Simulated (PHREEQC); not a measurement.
Consider water at 5 °C with 17 mmol/kgw SrCl2 and 0.06 mmol/kgw CO2. Closed to the air; pH follows from the charge balance.

Model: ion-association model, phreeqc.dat, run in PHREEQC.

Precipitation was switched off in this run.

**Question.** What pH, density does the model give?

**Answer.** pH 5.37; density 1.002 g/cm³.

**Question.** In which forms is C present?

**Answer.** CO2 92 %, HCO3- 7.9 % of the C.

Constants without temperature data keep their 25 °C values here.
